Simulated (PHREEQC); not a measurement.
Make-up at 25 °C: 2.3 mmol/kgw HCl, 6.9 mmol/kgw Al2(SO4)3 and 30 mmol/kgw Zn(NO3)2. Closed to the air; pH follows from the charge balance.

Computed with PHREEQC (ion-association model, phreeqc.dat).

```
quantity                    before     after
------------------------  --------  --------
pH                            2.81      2.90
ionic strength (mol/kgw)     0.124     0.120
SO4-2 (mol/kgw)            0.00637   0.00545
Al+3 (mol/kgw)             0.00534   0.00457
HSO4- (mol/kgw)           0.000429   0.00115
Zn(SO4)2-2 (mol/kgw)      0.000234  0.000142
SI of Gibbsite (Al(OH)3)     -2.74     -0.02
```

Q: Name the change that produced these shifts.
A. HCl from 0.0023 to 0.00046 mol/kgw
B. 0.00064 mol/kgw HF added
C. temperature from 25 to 80 °C

A: C, temperature from 25 to 80 °C

Precipitation was switched off in this run. At this temperature some constants are extrapolated from 25 °C, and those without enthalpy data are left unchanged.
